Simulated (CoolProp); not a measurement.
Vapour-liquid equilibrium of R227EA (1) + isobutene (2) at 241.5 K; x and y are mole fractions of (1).

Model: multi-fluid Helmholtz-energy mixture model, Lemmon 2016 and Lemmon 2005; pair parameters Bell 2016, in CoolProp.

```
x      bubble pressure, mixture model (MPa)  bubble pressure, Raoult's law (MPa)  y, mixture model  y, Raoult's law
-----  ------------------------------------  -----------------------------------  ----------------  ---------------
0.05                                0.04238                              0.03520             0.221            0.071
0.125                               0.04986                              0.03635                 ?            0.171
0.2                                 0.05409                              0.03749             0.450            0.265
0.275                                     ?                              0.03864             0.494            0.354
0.35                                0.05789                              0.03978                 ?            0.437
0.425                               0.05876                              0.04093             0.548            0.516
0.5                                       ?                              0.04208             0.571            0.591
0.575                                     ?                              0.04322             0.595            0.661
0.65                                0.05954                              0.04437             0.625            0.728
0.725                               0.05907                              0.04551             0.665            0.792
0.8                                 0.05797                              0.04666             0.718            0.852
0.875                               0.05595                              0.04781             0.792            0.910
0.95                                0.05271                              0.04895                 ?            0.965
```

What belongs in the gaps?


- 0.125, y, mixture model: 0.374
- 0.275, bubble pressure, mixture model (MPa): 0.05649
- 0.35, y, mixture model: 0.524
- 0.5, bubble pressure, mixture model (MPa): 0.05929
- 0.575, bubble pressure, mixture model (MPa): 0.05957
- 0.95, y, mixture model: 0.900

The largest gap from Raoult's law is +46.2 % in bubble pressure, at x = 0.275. y crosses x between x = 0.575 and 0.65: the model has an azeotrope there.

Pair parameters are fitted to limited data, so mixtures are less certain than the pure fluids.
